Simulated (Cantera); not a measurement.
A perfectly stirred reactor is fed with 22.3 % CO, 4.91 % H₂, 15.3 % O₂, 57.5 % N₂, equivalence ratio 0.89, at 750 Torr; it is adiabatic with a 475 K inlet, and is followed from long to short residence time, starting on the burning branch (τ in s: 0.035, 0.016, 0.0072, 0.0033, 0.0015, 0.00066, 0.0003, 0.00014, 6.1e-05, 2.8e-05).

Model: GRI-Mech 3.0 (53 species, 325 reactions), integrated in Cantera.

Problem. Predict: blow-out, bracketed by the residence times tried; x(CO) at τ = 35.0 ms; x(H₂) at τ = 35.0 ms; x(O₂) at τ = 35.0 ms; x(H) at τ = 35.0 ms; x(O) at τ = 35.0 ms; x(CO) at τ = 0.660 ms; x(H₂) at τ = 0.660 ms; x(O₂) at τ = 0.660 ms; x(H) at τ = 0.660 ms; x(O) at τ = 0.660 ms.

Solution. 
```json
{
 "blow_out_bracketed_by_the_residence_times_tried": "burning at 0.140 ms, out at 61.0 µs",
 "x(CO) at τ = 35.0 ms": "0.0336",
 "x(H₂) at τ = 35.0 ms": "0.00136",
 "x(O₂) at τ = 35.0 ms": "0.0327",
 "x(H) at τ = 35.0 ms": "0.000805",
 "x(O) at τ = 35.0 ms": "0.00206",
 "x(CO) at τ = 0.660 ms": "0.0784",
 "x(H₂) at τ = 0.660 ms": "0.00424",
 "x(O₂) at τ = 0.660 ms": "0.0540",
 "x(H) at τ = 0.660 ms": "0.00920",
 "x(O) at τ = 0.660 ms": "0.0121"
}
```
